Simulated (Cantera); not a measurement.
A closed system holds: 1 mol CaCl2, 0.032 mol HCl, 2.5 mol N2, equilibrated at 75.0 Torr.

Cantera equilibrium calculation (NASA polynomials, part measured and part estimated; ideal gas, pure solids and liquids). Candidate condensed phases: Ca, CaCl2, NH4Cl; 16 gas species. Kinetics and transport are ignored.

x: gas mole fraction; n: condensed amount in mol.

```json
[
 {"T (K)": "1173", "x N2": "0.987", "x CaCl2": "3.69e-5", "x HCl": "0.0126", "x Cl": "3.18e-6", "n CaCl2(l)": "1.000"},
 {"T (K)": "1323", "x N2": "0.986", "x CaCl2": "0.000894", "x HCl": "0.0126", "x Cl": "1.77e-5", "n CaCl2(l)": "0.998"},
 {"T (K)": "1473", "x N2": "0.977", "x CaCl2": "0.0107", "x HCl": "0.0124", "x Cl": "6.87e-5", "n CaCl2(l)": "0.973"},
 {"T (K)": "1623", "x N2": "0.911", "x CaCl2": "…", "x HCl": "0.0115", "x Cl": "…", "n CaCl2(l)": "…"},
 {"T (K)": "1773", "x N2": "0.708", "x CaCl2": "0.283", "x HCl": "0.00866", "x Cl": "0.000429", "n CaCl2(l)": "0"},
 {"T (K)": "1923", "x N2": "0.707", "x CaCl2": "0.283", "x HCl": "0.00825", "x Cl": "…", "n CaCl2(l)": "0"},
 {"T (K)": "2073", "x N2": "0.707", "x CaCl2": "0.282", "x HCl": "0.00773", "x Cl": "0.00200", "n CaCl2(l)": "0"},
 {"T (K)": "2223", "x N2": "0.705", "x CaCl2": "0.280", "x HCl": "0.00718", "x Cl": "0.00411", "n CaCl2(l)": "0"}
]
```

Q: What belongs in the gaps?

A: 
- 1623, x CaCl2: 0.0772
- 1623, x Cl: 0.000199
- 1623, n CaCl2(l): 0.788
- 1923, x Cl: 0.000959
